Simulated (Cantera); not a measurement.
## Adiabatic ignition

An adiabatic, constant-volume homogeneous reactor starts with CO : H2 : O2 : N2 : H2O = 1 : 0.051 : 0.633 : 2.38 : 0.7 (molar parts), at 1225 K and 0.890 bar.

Model: GRI-Mech 3.0 (53 species, 325 reactions), integrated in Cantera.

```csv
t (s),T (K),P (bar),x CO,x H2,x O2,x HO2,x H2O,x N2O,x CO2
3.00e-6,1225,0.890,0.210,0.0107,0.133,5.73e-10,0.147,<1e-12,5.86e-9
1.08e-5,1225,0.890,0.210,0.0107,0.133,5.42e-9,0.147,<1e-12,3.14e-8
3.87e-5,1225,0.890,0.210,0.0107,0.133,2.08e-7,0.147,1.08e-12,6.85e-7
0.000139,1263,0.916,0.205,0.00852,0.129,8.94e-5,0.148,7.52e-9,0.00513
0.000500,2618,1.75,0.0455,0.00598,0.0446,8.62e-6,0.156,5.43e-7,0.182
0.00180,2619,1.75,0.0450,0.00591,0.0432,8.44e-6,0.157,5.52e-7,0.183
0.00646,2612,1.75,0.0448,0.00591,0.0408,7.95e-6,0.157,5.87e-7,0.183
0.0232,2609,1.74,0.0448,0.00591,0.0400,7.79e-6,0.157,6.07e-7,0.183
0.0835,2609,1.74,0.0448,0.00591,0.0400,7.79e-6,0.157,6.07e-7,0.183
0.300,2609,1.74,0.0448,0.00591,0.0400,7.79e-6,0.157,6.07e-7,0.183
```
x: mole fraction; the columns are a selection and need not sum to one.

time of steepest temperature rise: 0.186 ms
temperature at 0.300 s: 2609 K
equilibrium temperature: 2609 K
x(CO) at 0.300 s: 0.0448 (gas-phase equilibrium 0.0448)
x(H2) at 0.300 s: 0.00591 (gas-phase equilibrium 0.00591)
x(O2) at 0.300 s: 0.0400 (gas-phase equilibrium 0.0400)
